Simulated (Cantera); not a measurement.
Predominance diagram of Ba at 1475 K against the partial pressures of O2 and F2 (log10, bar). Standard-state values (1 bar) from the NASA 1993 polynomials, evaluated with Cantera. Candidates: Ba(l), BaF2(s), BaO(s). Only these pure phases compete in this equilibrium. Not in the tables: the peroxide, oxide halides.

Which phase is stable at these pairs, and which metal-bearing vapour leads over it? (-7.8, -6.1); (-0.1, -17.9); (-10.1, -1.4); (-11.2, -15.5); (-2.3, -15.5); (-10.1, -15.5); (-7.8, -17.9)


```csv
log p(O2),log p(F2),phase,chief vapour,log p (bar)
-7.8,-6.1,BaF2(s),BaF2,-4.7
-0.1,-17.9,BaF2(s),BaF2,-4.7
-10.1,-1.4,BaF2(s),BaF2,-4.7
-11.2,-15.5,BaF2(s),BaF2,-4.7
-2.3,-15.5,BaF2(s),BaF2,-4.7
-10.1,-15.5,BaF2(s),BaF2,-4.7
-7.8,-17.9,BaF2(s),BaF2,-4.7
```
